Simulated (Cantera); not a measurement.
A closed system holds: 1 mol Cu₂O, 160 mol H₂, at 2125 K and 1.33 mbar.

Cantera equilibrium calculation (NASA polynomials, part measured and part estimated; ideal gas, pure solids and liquids). Candidate condensed phases: Cu, CuO, Cu(OH)₂, Cu₂O, H₂O; 12 gas species. Rates play no part.

Base state: H₂ 0.889, H 0.0937, Cu 0.0118, H₂O 0.00580, OH 7.59e-5 (mole fractions); condensed: gas only.

Question: What changes in the equilibrium state with this change: temperature from 2125 K to 1500 K?

Answer: 
```
species      before     after
----------  -------  --------
H₂            0.889     0.987
H₂O         0.00580   0.00621
Cu           0.0118   0.00617
H            0.0937  0.000479
OH          7.59e-5   8.60e-8
Cu(l), mol        0      1.01
```
